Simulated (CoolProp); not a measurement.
Vapour pressure (bar) of n-perfluorohexane: the reference equation beside estimates from Tc = 448.0 K, pc = 17.42 bar, ω = 0.497.

Computed with CoolProp (reference Helmholtz-energy equation of state, Gao 2022).

```json
[
 {"T (K)": "280.9", "reference": "0.1302", "van der Waals": "1.942", "Redlich-Kwong": "0.5580", "Soave-Redlich-Kwong": "0.1299", "Peng-Robinson": "?"},
 {"T (K)": "287.1", "reference": "0.1770", "van der Waals": "2.190", "Redlich-Kwong": "0.6896", "Soave-Redlich-Kwong": "0.1765", "Peng-Robinson": "0.1819"},
 {"T (K)": "293.2", "reference": "0.2357", "van der Waals": "2.455", "Redlich-Kwong": "0.8402", "Soave-Redlich-Kwong": "0.2350", "Peng-Robinson": "0.2407"},
 {"T (K)": "299.3", "reference": "0.3092", "van der Waals": "2.740", "Redlich-Kwong": "1.014", "Soave-Redlich-Kwong": "?", "Peng-Robinson": "0.3143"},
 {"T (K)": "305.4", "reference": "0.4002", "van der Waals": "?", "Redlich-Kwong": "?", "Soave-Redlich-Kwong": "0.3993", "Peng-Robinson": "?"},
 {"T (K)": "311.6", "reference": "0.5133", "van der Waals": "3.379", "Redlich-Kwong": "1.442", "Soave-Redlich-Kwong": "0.5127", "Peng-Robinson": "0.5179"},
 {"T (K)": "317.7", "reference": "0.6481", "van der Waals": "3.729", "Redlich-Kwong": "1.698", "Soave-Redlich-Kwong": "0.6481", "Peng-Robinson": "0.6523"},
 {"T (K)": "323.8", "reference": "0.8093", "van der Waals": "4.102", "Redlich-Kwong": "1.984", "Soave-Redlich-Kwong": "0.8106", "Peng-Robinson": "0.8131"},
 {"T (K)": "329.9", "reference": "?", "van der Waals": "4.499", "Redlich-Kwong": "2.303", "Soave-Redlich-Kwong": "1.004", "Peng-Robinson": "1.004"},
 {"T (K)": "336.1", "reference": "1.229", "van der Waals": "4.926", "Redlich-Kwong": "2.662", "Soave-Redlich-Kwong": "1.235", "Peng-Robinson": "1.232"}
]
```

Task: Fill in the missing entries.

Result: 
- 280.9, Peng-Robinson: 0.1347
- 299.3, Soave-Redlich-Kwong: 0.3084
- 305.4, van der Waals: 3.046
- 305.4, Redlich-Kwong: 1.213
- 305.4, Peng-Robinson: 0.4051
- 329.9, reference: 1.000

Absolute difference from the reference over all 10 rows, mean and median: van der Waals 700.9 and 609.7 %, Redlich-Kwong 204.1 and 192.0 %, Soave-Redlich-Kwong 0.2 and 0.2 %, Peng-Robinson 1.4 and 1.1 %.
